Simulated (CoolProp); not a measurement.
Vapour-liquid equilibrium of isopentane (1) + toluene (2) at 0.139 bar; x and y are mole fractions of (1).

Model: multi-fluid Helmholtz-energy mixture model, Lemmon 2006 and Lemmon 2006; pair parameters Bell 2016, in CoolProp.

```tsv
x	bubble temperature, mixture model (K)	bubble temperature, Raoult's law (K)	y, mixture model	y, Raoult's law
0.05	306.5	311.1	0.603	0.510
0.125	289.1	296.6	0.851	0.780
0.2	279.0	287.1	0.924	0.879
0.275	272.6	280.4	0.953	0.926
0.35	268.2	275.2	0.968	0.952
0.425	265.1	271.1	0.976	0.967
0.5	262.8	267.7	0.981	0.977
0.575	261.0	264.8	0.985	0.984
0.65	259.6	262.3	0.988	0.989
0.725	258.3	260.1	0.990	0.993
0.8	257.2	258.2	0.993	0.995
0.875	256.0	256.4	0.995	0.997
0.95	254.7	254.8	0.998	0.999
```

The largest gap from Raoult's law is -8.1 K in bubble temperature, at x = 0.2. No azeotrope shows between x = 0.05 and 0.95.

Pair parameters are fitted to limited data, so mixtures are less certain than the pure fluids.
